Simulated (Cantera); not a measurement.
Cantera run:

```python
import numpy as np
import cantera as ct

gas_names = """
    C CN CO CO2 C2 CCN CNC C2N2 C2O C3 C3O2 C4 C4N2 C5 N NCO NO NO2 NO3 N2 N2O O O2 O3 Si SiC SiC2 SiN
    SiO SiO2 Si2 Si2C Si2N Si3
""".split()
cond_names = """
    C(gr) Si(cr) Si(L) SiC(b) SiO2(Lqz) SiO2(hqz) SiO2(L) Si2N2O(s) Si3N4(a)
""".split()


# ... load() reads the species with a 1 bar reference pressure and builds the phases ...
atoms = {
    'SiC': {'Si': 1, 'C': 1},
    'N2O': {'N': 2, 'O': 1},
    'N2': {'N': 2},
}
top_T = {'C(gr)': 4500, 'SiC(b)': 3050, 'Si2N2O(s)': 2100, 'Si3N4(a)': 2400}  # K; cautious upper limits of use, not melting points


# ... equilibrate(T, P, feed) seeds the gas with the atoms and calls Mixture.equilibrate('TP', solver="vcs", rtol=1e-11, max_steps=5000) ...
results = []
feed = {'SiC': 1, 'N2O': 0.056, 'N2': 190}  # mol
T = 1350  # K
for P in [0.1, 1, 10, 100, 1000, 10000, 100000, 1000000]:
    mix = equilibrate(T, P, feed)
    results.append((T, P, feed, dict(zip(mix.species_names, mix.species_moles))))
    x = sorted(zip(gas.X, gas.species_names), reverse=True)
    print(f"T = {T:g} K  P = {P:g} Pa  gas = {mix.phase_moles(0):.4g} mol")
    print("   x: " + "  ".join(f"{s} {v:.3e}" for v, s in x if v > 0.0001))
    print("   condensed (mol): " + ("  ".join(f"{mix.phase(i).name} {mix.phase_moles(i):.4g}"
          for i in range(1, mix.n_phases) if mix.phase_moles(i) > 1e-12) or "none"))
```

Output:

```
T = 1350 K  P = 0.1 Pa  gas = 190.1 mol
   x: N2 9.997e-01  CO 1.586e-04  SiO 1.360e-04
   condensed (mol): SiC(b) 0.9699
T = 1350 K  P = 1 Pa  gas = 190.1 mol
   x: N2 9.997e-01  CO 1.485e-04  SiO 1.461e-04
   condensed (mol): SiC(b) 0.9718
T = 1350 K  P = 10 Pa  gas = 190.1 mol
   x: N2 9.998e-01  CO 1.818e-04
   condensed (mol): SiC(b) 0.9654  Si2N2O(s) 0.01308
T = 1350 K  P = 100 Pa  gas = 190.1 mol
   x: N2 9.998e-01  CO 1.957e-04
   condensed (mol): SiC(b) 0.9628  Si2N2O(s) 0.0184
T = 1350 K  P = 1000 Pa  gas = 189.4 mol
   x: N2 9.999e-01  CO 1.037e-04
   condensed (mol): C(gr) 0.9804  Si2N2O(s) 0.03635  Si3N4(a) 0.3091
T = 1350 K  P = 10000 Pa  gas = 189.4 mol
   x: N2 1.000e+00
   condensed (mol): C(gr) 0.9958  Si2N2O(s) 0.05177  Si3N4(a) 0.2988
T = 1350 K  P = 100000 Pa  gas = 189.4 mol
   x: N2 1.000e+00
   condensed (mol): C(gr) 0.9991  Si2N2O(s) 0.05509  Si3N4(a) 0.2966
T = 1350 K  P = 1e+06 Pa  gas = 189.4 mol
   x: N2 1.000e+00
   condensed (mol): C(gr) 0.9998  Si2N2O(s) 0.0558  Si3N4(a) 0.2961
```

Method: chemical equilibrium by Gibbs-energy minimisation in Cantera with the NASA 1993 tables (ideal gas, pure condensed phases). Mutual solubility and eutectic melting of coexisting phases are not modelled.
